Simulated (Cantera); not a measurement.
Reactions in the system B-F-H

Cantera with NASA thermochemical tables; ideal gases at 1 bar, condensed phases pure. Values are per mole of reaction as written; species without (g) are pure solids or liquids, kept so even where they would boil at 1 bar.

2 BF3(g) + 3 H2(g) = 6 HF(g) + 2 B

```
T (K)  ΔH° (kJ)  ΔS° (J/K)  ΔG° (kJ)  log10 K  condensed phases
-----  --------  ---------  --------  -------  ----------------
300       636.0      153.6     589.9  -102.71              B(s)
2000      625.6      145.3     335.0    -8.75              B(s)
2150      625.3      145.2     313.3    -7.61              B(s)
2300      625.3      145.2     291.5    -6.62              B(s)
2450      726.2      188.1     265.4    -5.66              B(l)
2600      726.8      188.3     237.2    -4.77              B(l)
2750      727.5      188.6     208.9    -3.97              B(l)
2900      728.3      188.9     180.6    -3.25              B(l)
```

BF3(g) + 3 H(g) = 3 HF(g) + B

```
T (K)  ΔH° (kJ)  ΔS° (J/K)  ΔG° (kJ)  log10 K  condensed phases
-----  --------  ---------  --------  -------  ----------------
300      -336.0      -71.4    -314.6    54.78              B(s)
2000     -367.9     -107.5    -152.8     3.99              B(s)
2150     -369.6     -108.3    -136.6     3.32              B(s)
2300     -371.1     -109.0    -120.3     2.73              B(s)
2450     -322.0      -88.1    -106.1     2.26              B(l)
2600     -323.0      -88.5     -92.8     1.86              B(l)
2750     -323.9      -88.9     -79.5     1.51              B(l)
2900     -324.6      -89.1     -66.2     1.19              B(l)
```
